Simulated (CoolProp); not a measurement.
Aqueous sodium chloride as a coolant, 7 % by mass, freezing at -4.4 °C, 1 atm.

Computed with CoolProp (Melinder's fits for secondary coolants).

```
T (°C)  viscosity (mPa s)  density (kg/m³)  Prandtl number  cp (kJ/(kg K))
------  -----------------  ---------------  --------------  --------------
0.6                  1.92             1053            13.1           3.815
5.1                  1.67             1052            11.3           3.822
9.6                  1.47             1051            9.80           3.828
14.1                 1.30             1050            8.58           3.833
18.6                 1.16             1049            7.58           3.839
23.1                 1.05             1047            6.74           3.845
27.6                0.949             1046            6.05           3.850
32.1                0.867             1044            5.47           3.855
```
